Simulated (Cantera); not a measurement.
Input: 1 mol SiC, 0.23 mol C, 0.036 mol H2, equilibrated at 2575 °C and 0.133 bar.

These are equilibrium values from Cantera (NASA tables, ideal gas, pure condensed phases), not measurements of a reactor. Candidate condensed phases: C, C6H6, C7H8, C8H18, Si, SiC; 87 gas species. Gases not in the tables: Si2H6 and higher silanes. Rates play no part.

Base state: H2 0.459, H 0.179, Si 0.171, SiC2 0.106, Si2C 0.0531, C2H2 (acetylene) 0.0179, SiH 0.00701, Si2 0.00349 (mole fractions); condensed: C(graphite) + SiC(s).

Q: What changes in the equilibrium state with this change: temperature from 2575 °C to 1150 °C?

A: 
```tsv
species	before	after
H2	0.459	0.999
CH4	2.60e-6	0.000507
H	0.179	1.82e-5
Si	0.171	<1e-9
SiC2	0.106	<1e-9
Si2C	0.0531	<1e-9
C2H2 (acetylene)	0.0179	3.44e-6
SiH2	0.000689	2.80e-9
SiH	0.00701	<1e-9
Si2	0.00349	<1e-9
C2H	0.000957	<1e-9
C3	0.000424	<1e-9
SiC	0.000367	<1e-9
C(graphite), mol	0.236	0.230
SiC(s), mol	0.975	1.00
```

Q: What changes in the equilibrium state with this change: temperature from 2575 °C to 2427 °C?

A: 
| species | before | after |
|---|---|---|
| H2 | 0.459 | 0.754 |
| H | 0.179 | 0.135 |
| Si | 0.171 | 0.0526 |
| SiC2 | 0.106 | 0.0231 |
| Si2C | 0.0531 | 0.0121 |
| C2H2 (acetylene) | 0.0179 | 0.0178 |
| C2 | 4.18e-5 | 6.32e-6 |
| Si3 | 0.000262 | 4.05e-5 |
| C3 | 0.000424 | 6.60e-5 |
| SiC | 0.000367 | 6.15e-5 |
| C | 8.29e-5 | 1.59e-5 |
| C(graphite), mol | 0.236 | 0.230 |
| SiC(s), mol | 0.975 | 0.996 |
